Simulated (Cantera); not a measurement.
What does this Cantera script print?

```python
import numpy as np
import cantera as ct

gas_names = """
    CL CL2 H HCL H2 Si SiCL SiCL2 SiCL3 SiCL4 SiH SiHCL3 SiH2 SiH2CL2 SiH3 SiH3CL SiH4 Si2 Si3
""".split()
cond_names = """
    Si(cr) Si(L)
""".split()


def load(file, names, dense=False):
    # The tables refer to 1 bar. Condensed volumes are neglected.
    table = {s.name: s for s in ct.Species.list_from_file(file)}
    out = []
    for n in names:
        d = dict(table[n].input_data)
        d["thermo"] = dict(d["thermo"], **{"reference-pressure": 1e5})
        if dense:
            d["equation-of-state"] = {"model": "constant-volume", "density": "1e6 g/cm^3"}
        out.append(ct.Species.from_dict(d))
    return out


gas = ct.Solution(thermo="ideal-gas", species=load("nasa_gas.yaml", gas_names))
cond = {s.name: ct.Solution(thermo="fixed-stoichiometry", species=[s], name=s.name)
        for s in load("nasa_condensed.yaml", cond_names, dense=True)}
atoms = {
    'SiCl4': {'Si': 1, 'CL': 4},
    'HCl': {'H': 1, 'CL': 1},
    'H2': {'H': 2},
}
top_T = {}  # K; cautious upper limits of use, not melting points


def equilibrate(T, P, feed):
    n = {}
    for name, mol in feed.items():
        for a, k in atoms[name].items():
            n[a] = n.get(a, 0.0) + k * mol
    gas.TPX = T, P, n
    mass = sum(n.values()) * gas.mean_molecular_weight
    gas.equilibrate("TP")
    valid = [c for c in cond.values() if c.min_temp <= T <= top_T.get(c.name, c.max_temp)]
    mix = ct.Mixture([(gas, mass / gas.mean_molecular_weight)] + [(c, 0.0) for c in valid])
    mix.T, mix.P = T, P
    mix.equilibrate("TP", solver="vcs", rtol=1e-11, max_steps=5000)
    return mix


results = []
feed = {'SiCl4': 1, 'HCl': 4, 'H2': 26}  # mol
P = 1100  # Pa
for T in [948, 1023, 1098, 1173, 1248, 1323, 1398, 1473, 1548]:
    mix = equilibrate(T, P, feed)
    results.append((T, P, feed, dict(zip(mix.species_names, mix.species_moles))))
    x = sorted(zip(gas.X, gas.species_names), reverse=True)
    print(f"T = {T:g} K  P = {P:g} Pa  gas = {mix.phase_moles(0):.4g} mol")
    print("   x: " + "  ".join(f"{s} {v:.3e}" for v, s in x if v > 1e-06))
    print("   condensed (mol): " + ("  ".join(f"{mix.phase(i).name} {mix.phase_moles(i):.4g}"
          for i in range(1, mix.n_phases) if mix.phase_moles(i) > 1e-12) or "none"))
```

It prints:

```
T = 948 K  P = 1100 Pa  gas = 31 mol
   x: H2 8.377e-01  HCL 1.300e-01  SiCL4 3.126e-02  SiHCL3 9.069e-04  SiCL3 8.113e-05  SiCL2 7.125e-06  SiH2CL2 2.663e-06
   condensed (mol): none
T = 1023 K  P = 1100 Pa  gas = 31.01 mol
   x: H2 8.365e-01  HCL 1.312e-01  SiCL4 3.011e-02  SiHCL3 1.624e-03  SiCL3 3.933e-04  SiCL2 1.085e-04  SiH2CL2 9.698e-06
   condensed (mol): none
T = 1098 K  P = 1100 Pa  gas = 31.05 mol
   x: H2 8.330e-01  HCL 1.348e-01  SiCL4 2.730e-02  SiHCL3 2.456e-03  SiCL3 1.404e-03  SiCL2 1.015e-03  SiH2CL2 2.643e-05
   condensed (mol): none
T = 1173 K  P = 1100 Pa  gas = 31.22 mol
   x: H2 8.232e-01  HCL 1.448e-01  SiCL4 2.068e-02  SiCL2 5.252e-03  SiCL3 3.319e-03  SiHCL3 2.740e-03  SiH2CL2 4.646e-05  H 1.020e-06
   condensed (mol): none
T = 1248 K  P = 1100 Pa  gas = 31.51 mol
   x: H2 8.069e-01  HCL 1.614e-01  SiCL2 1.387e-02  SiCL4 1.120e-02  SiCL3 4.641e-03  SiHCL3 1.972e-03  SiH2CL2 4.719e-05  H 4.000e-06
   condensed (mol): none
T = 1323 K  P = 1100 Pa  gas = 31.77 mol
   x: H2 7.933e-01  HCL 1.752e-01  SiCL2 2.204e-02  SiCL4 4.272e-03  SiCL3 4.149e-03  SiHCL3 9.812e-04  SiH2CL2 3.229e-05  H 1.347e-05  CL 2.494e-06
   condensed (mol): none
T = 1398 K  P = 1100 Pa  gas = 31.9 mol
   x: H2 7.865e-01  HCL 1.821e-01  SiCL2 2.668e-02  SiCL3 2.900e-03  SiCL4 1.347e-03  SiHCL3 4.083e-04  H 4.001e-05  SiH2CL2 1.860e-05  CL 7.631e-06
   condensed (mol): none
T = 1473 K  P = 1100 Pa  gas = 31.95 mol
   x: H2 7.837e-01  HCL 1.849e-01  SiCL2 2.882e-02  SiCL3 1.877e-03  SiCL4 4.182e-04  SiHCL3 1.665e-04  H 1.068e-04  CL 2.042e-05  SiH2CL2 1.040e-05  SiCL 2.113e-06
   condensed (mol): none
T = 1548 K  P = 1100 Pa  gas = 31.98 mol
   x: H2 7.824e-01  HCL 1.860e-01  SiCL2 2.983e-02  SiCL3 1.215e-03  H 2.597e-04  SiCL4 1.387e-04  SiHCL3 7.123e-05  CL 4.931e-05  SiCL 6.341e-06  SiH2CL2 5.963e-06
   condensed (mol): none
```

Cantera equilibrium calculation (NASA polynomials, part measured and part estimated; ideal gas, pure solids and liquids). The tables' values for SiCl3 are old estimates; treat these amounts as uncertain.
